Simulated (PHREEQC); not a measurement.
A solution holds 58 mmol/kgw H2SO4, 4.6 mmol/kgw Al2(SO4)3 and 2.1 mmol/kgw Fe2(SO4)3, at 66 °C. Closed to the air; pH follows from the charge balance.

Equilibrium calculation in PHREEQC: ion-association model, phreeqc.dat.

Question: The ionic strength comes out as 0.0927 mol/kgw. What activity coefficients do SO4-2, AlHSO4+2, Fe(OH)2+, H+, AlOH+2 get?

Answer: SO4-2 0.35, AlHSO4+2 0.35, Fe(OH)2+ 0.78, H+ 0.82, AlOH+2 0.37.

No solid was allowed to form. Examples of supersaturated solids here: Hematite (slow to form), Goethite (slow to form). Others may be too. Complexes and solids missing from the database can't appear. At this temperature some constants are extrapolated from 25 °C, and those without enthalpy data are left unchanged.
